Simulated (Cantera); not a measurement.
Feed: 1 mol c-C4F8, 11 mol H2, at 2677 °C and 82000 Pa.

These are equilibrium values from Cantera (NASA tables, ideal gas, pure condensed phases), not measurements of a reactor. Candidate condensed phases: C, C6H6, C7H8, C8H18; 95 gas species. The feed counts by its element totals alone. Equilibrium is a limit: real reactors are often held back by kinetics, nucleation or transport.

Base state: HF 0.508, H2 0.378, H 0.0917, C2H2 (acetylene) 0.0203, C2H 0.000786, F 0.000695, C4H2 0.000454, C3 0.000221 (mole fractions); condensed: C(graphite).

Q: What changes in the equilibrium state with this change: temperature from 2677 °C to 3225 °C?

A: 
```json
[
 {"species": "HF", "before": "0.508", "after": "0.421"},
 {"species": "H", "before": "0.0917", "after": "0.286"},
 {"species": "H2", "before": "0.378", "after": "0.194"},
 {"species": "C3", "before": "0.000221", "after": "0.0269"},
 {"species": "C2H", "before": "0.000786", "after": "0.0161"},
 {"species": "C2H2 (acetylene)", "before": "0.0203", "after": "0.0346"},
 {"species": "C4", "before": "6.46e-7", "after": "0.000285"},
 {"species": "C5", "before": "3.47e-6", "after": "0.00150"},
 {"species": "C2", "before": "2.22e-5", "after": "0.00329"},
 {"species": "C", "before": "3.81e-5", "after": "0.00327"},
 {"species": "C(graphite), mol", "before": "3.29", "after": "0"}
]
```

Q: What changes in the equilibrium state with this change: temperature from 2677 °C to 827 °C?

A: 
```json
[
 {"species": "HF", "before": "0.508", "after": "0.537"},
 {"species": "H2", "before": "0.378", "after": "0.457"},
 {"species": "CH4", "before": "9.64e-6", "after": "0.00615"},
 {"species": "H", "before": "0.0917", "after": "1.93e-8"},
 {"species": "C2H2 (acetylene)", "before": "0.0203", "after": "6.09e-9"},
 {"species": "C2H", "before": "0.000786", "after": "<1e-9"},
 {"species": "F", "before": "0.000695", "after": "<1e-9"},
 {"species": "C4H2", "before": "0.000454", "after": "<1e-9"},
 {"species": "C3", "before": "0.000221", "after": "<1e-9"},
 {"species": "CF", "before": "7.23e-5", "after": "<1e-9"},
 {"species": "C(graphite), mol", "before": "3.29", "after": "3.91"}
]
```

Q: What changes in the equilibrium state with this change: pressure from 82000 Pa to 41000 Pa?

A: 
| species | before | after |
|---|---|---|
| HF | 0.508 | 0.498 |
| H2 | 0.378 | 0.354 |
| H | 0.0917 | 0.126 |
| C2H2 (acetylene) | 0.0203 | 0.0190 |
| C2 | 2.22e-5 | 4.45e-5 |
| C | 3.81e-5 | 7.62e-5 |
| C3 | 0.000221 | 0.000442 |
| CH3 | 3.76e-5 | 2.41e-5 |
| C(graphite), mol | 3.29 | 3.30 |
